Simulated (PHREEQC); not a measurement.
A solution holds 8.7 mmol/kgw H3PO4, 79 mmol/kgw H2SO4 and 0.026 mmol/kgw H3AsO4, at 19 °C. Closed to the air; pH follows from the charge balance.

The numbers come from PHREEQC with the ion-association model, wateq4f.dat.

Precipitation was switched off in this run.

Problem. Estimate the pH, ionic strength.

Solution. pH 1.09; ionic strength 0.117 mol/kgw.

Problem. In which forms is S present?

Solution. HSO4- 76 %, SO4-2 24 % of the S.

H3PO4, which wateq4f.dat lacks, is added to it with the constant of phreeqc.dat.
